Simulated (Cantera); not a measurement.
Charge: 1 mol Si2H6, 0.88 mol O3, 0.63 mol H2, held at 6.80 mbar.

These are equilibrium values from Cantera (NASA tables, ideal gas, pure condensed phases), not measurements of a reactor. Candidate condensed phases: H2O, Si, SiO2; 18 gas species. The feed counts by its element totals alone. Mutual solubility and eutectic melting of coexisting phases are not modelled. The tables hold silica as quartz up to 1696 K and as liquid above; real silica turns to tridymite and cristobalite and melts near 1996 K. The numbers say what is thermodynamically allowed, not how fast it happens. All values below are at 1375 K.

Base state: H2 0.994, SiO 0.00632, H 4.14e-5 (mole fractions); condensed: Si(s) + SiO2(β-quartz).

### Question
What changes in the equilibrium state with this change: Si2H6 replaced by SiH2Cl2?

### Answer
```tsv
species	before	after
HCl	0	0.753
H2O	7.60e-7	0.241
Cl	0	0.00442
H2	0.994	3.44e-5
SiO	0.00632	<1e-9
O2	<1e-9	0.000677
Cl2	0	0.000244
OH	<1e-9	3.08e-5
Si(s), mol	0.668	0
SiO2(β-quartz), mol	1.31	1.00
```
